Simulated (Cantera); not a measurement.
**Silicon nitride deposition: trisilylamine + NH3 + H2**

Input: 1 mol trisilylamine, 21 mol NH3, 18 mol H2, equilibrated at 44.0 Pa.

Equilibrium computed with Cantera from the NASA thermochemical tables; the gas is ideal and each condensed phase is pure. Candidate condensed phases: Si, Si3N4; 18 gas species. The feed counts by its element totals alone. The tables' values for SiN are old estimates; treat these amounts as uncertain. Gases not in the tables: Si2H6 and higher silanes. The numbers say what is thermodynamically allowed, not how fast it happens.

From 825 °C to 1225 °C the condensed part is Si3N4(s). At 1325 °C the condensed part is Si(s). From 1425 °C to 1625 °C the condensed part is Si(l).

| T (°C) | log p H2 | log p N2 | log p H | log p Si | log p SiH | n Si3N4(s) | n Si(s) | n Si(l) |
|---|---|---|---|---|---|---|---|---|
| 825 | -3.42 | -4.20 | -9.32 | <-15 | <-15 | 1.00 | 0 | 0 |
| 925 | -3.42 | -4.20 | -8.43 | -14.14 | -14.67 | 1.00 | 0 | 0 |
| 1025 | -3.42 | -4.20 | -7.68 | -11.81 | -12.60 | 1.00 | 0 | 0 |
| 1125 | -3.42 | -4.20 | -7.04 | -9.81 | -10.82 | 1.000 | 0 | 0 |
| 1225 | -3.42 | -4.20 | -6.48 | -8.09 | -9.29 | 1.000 | 0 | 0 |
| 1325 | -3.44 | -4.13 | -5.99 | -7.03 | -8.41 | 0 | 2.98 | 0 |
| 1425 | -3.44 | -4.13 | -5.56 | -6.18 | -7.71 | 0 | 0 | 2.90 |
| 1525 | -3.45 | -4.13 | -5.18 | -5.51 | -7.17 | 0 | 0 | 2.51 |
| 1625 | -3.47 | -4.15 | -4.84 | -4.91 | -6.70 | 0 | 0 | 1.00 |
log p: log10 of the partial pressure in bar; n: condensed amount in mol.
